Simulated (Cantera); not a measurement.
An isothermal, constant-pressure homogeneous reactor starts with N₂O : N₂ = 1 : 0.16 (molar parts), at 1100 K and 0.560 bar. Integrator tolerance rtol = 1e-08.

Model: GRI-Mech 3.0 (53 species, 325 reactions), integrated in Cantera. GRI-Mech 3.0 was tuned for natural gas; its chemistry of N2O as a main component is partial and can be far from experiment. The mechanism lacks the step 2 NO + O2 → 2 NO2, which can matter for NO2 below about 1400 K. The temperature is held fixed by assumption; the heat of reaction is taken as removed at once.

Task: What does this change do: N2O 1 to 0.19 parts?

Result: 
```
quantity                                            before                                    after
----------------  ----------------------------------------  ---------------------------------------
x(N₂O) at 10.0 s     0.505 (gas-phase equilibrium 5.10e-9)    0.333 (gas-phase equilibrium 4.84e-9)
x(NO) at 10.0 s     0.0162 (gas-phase equilibrium 9.64e-5)   0.0107 (gas-phase equilibrium 8.61e-5)
x(N₂) at 10.0 s        0.362 (gas-phase equilibrium 0.699)      0.579 (gas-phase equilibrium 0.786)
x(NO₂) at 10.0 s  0.000124 (gas-phase equilibrium 2.46e-6)  8.17e-5 (gas-phase equilibrium 1.85e-6)
x(O₂) at 10.0 s        0.117 (gas-phase equilibrium 0.301)     0.0770 (gas-phase equilibrium 0.213)
x(O) at 10.0 s     2.67e-7 (gas-phase equilibrium 1.84e-9)  2.67e-7 (gas-phase equilibrium 1.55e-9)
```
